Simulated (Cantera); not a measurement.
## Stirred combustor or abatement burner

A perfectly stirred reactor is fed with 6.87 % CH4, 19.6 % O2, 73.5 % N2, equivalence ratio 0.70, at 19.0 bar; it is adiabatic with a 448 K inlet, and is followed from long to short residence time, starting on the burning branch (τ in s: 0.037, 0.014, 0.0051, 0.0019, 0.0007, 0.00026, 9.6e-05, 3.5e-05, 1.3e-05, 4.8e-06).

Cantera simulation using GRI-Mech 3.0 (53 species, 325 reactions); the numbers are that mechanism's predictions, not measurements. The pressure lies above the range GRI-Mech 3.0 was tuned for (to about 10 atm).

```
τ (s)    T (K)     x CH4    x O2    x CH2   x CO2      x CO   x CH2CO      x H
-------  -----  --------  ------  -------  ------  --------  --------  -------
0.037     1960   3.31e-6  0.0589  1.00e-8  0.0685  0.000113  2.53e-10  1.89e-6
0.014     1959   8.20e-6  0.0590  2.63e-8  0.0685  0.000192   1.42e-9  2.52e-6
0.0051    1957   1.98e-5  0.0591  7.05e-8  0.0682  0.000384   7.96e-9  4.21e-6
0.0019    1952   4.41e-5  0.0593  1.81e-7  0.0678  0.000800   3.79e-8  8.43e-6
0.00070   1943   9.63e-5  0.0599  4.55e-7  0.0667   0.00170   1.66e-7  1.89e-5
0.00026   1922  0.000217  0.0612  1.08e-6  0.0645   0.00370   7.30e-7  4.26e-5
9.6e-5    1867  0.000652  0.0652  2.32e-6  0.0580   0.00937   5.06e-6  8.74e-5
3.5e-5     448    0.0687   0.196   <1e-12  <1e-12    <1e-12    <1e-12   <1e-12
1.3e-5     448    0.0687   0.196   <1e-12  <1e-12    <1e-12    <1e-12   <1e-12
4.8e-6     448    0.0687   0.196   <1e-12  <1e-12    <1e-12    <1e-12   <1e-12
```
x: mole fraction; the columns are a selection and need not sum to one.
